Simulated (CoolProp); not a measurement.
Computed with CoolProp (reference Helmholtz-energy equation of state, Thol 2015).

**Question.** Give the vapour pressure (bar), liquid density (kg/m³), vapour density (kg/m³) of saturated octamethylcyclotetrasiloxane (D4) at 358.4, 534.8 K.

**Answer.** 
```csv
T (K),p (bar),liquid density (kg/m³),vapour density (kg/m³)
358.4,0.0460,881,0.462
534.8,5.94,618,55.6
```
